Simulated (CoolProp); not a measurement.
Aqueous potassium acetate as a coolant, at -11 °C, 1 atm.

Model: Melinder's fits for secondary coolants, in CoolProp.

```
mass %  freezing point (°C)  Prandtl number  cp (kJ/(kg K))  viscosity (mPa s)  density (kg/m³)
------  -------------------  --------------  --------------  -----------------  ---------------
21.4                  -12.5             ___           3.422               4.67             1119
26                    -17.4             ___           3.284               5.48             1146
30.6                  -24.1            45.4           3.149               6.62              ___
35.3                  -32.5            55.6             ___                ___             1201
39.9                    ___            69.5           2.884               10.5              ___
44.5                  -51.1            87.7           2.764               13.5              ___
```

### Question
Complete the blanks.

### Answer

- 21.4, Prandtl number: 33.1
- 26, Prandtl number: 38.2
- 30.6, density (kg/m³): 1173
- 35.3, cp (kJ/(kg K)): 3.013
- 35.3, viscosity (mPa s): 8.26
- 39.9, freezing point (°C): -41.9
- 39.9, density (kg/m³): 1228
- 44.5, density (kg/m³): 1257
